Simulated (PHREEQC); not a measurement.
Polishing slurry liquid (model solution)

Solution (20 °C and 50 atm): 0.0058 mol KOH, 1e-05 mol H4SiO4 and 0.0002 mol CO2 per kg of water. Closed to the air; pH follows from the charge balance.

Computed with PHREEQC (ion-association model, phreeqc.dat).

```yaml
pH: 11.84
ionic_strength: 0.00600 mol/kgw
specific_conductance: 1280 µS/cm
total_alkalinity: 5.80 meq/kg
```

```csv
species,molality,activity,log γ
K+,0.00580,0.00534,-0.036
OH-,0.00539,0.00497,-0.036
CO3-2,0.000195,0.000142,-0.137
H3SiO4-,9.47e-6,8.73e-6,-0.035
HCO3-,4.96e-6,4.58e-6,-0.034
H2SiO4-2,4.28e-7,3.12e-7,-0.137
H4SiO4,9.70e-8,9.72e-8,0.001
```

No solid was allowed to form. Under pressure, the constants of complexes without a molar volume in the database are unreliable.
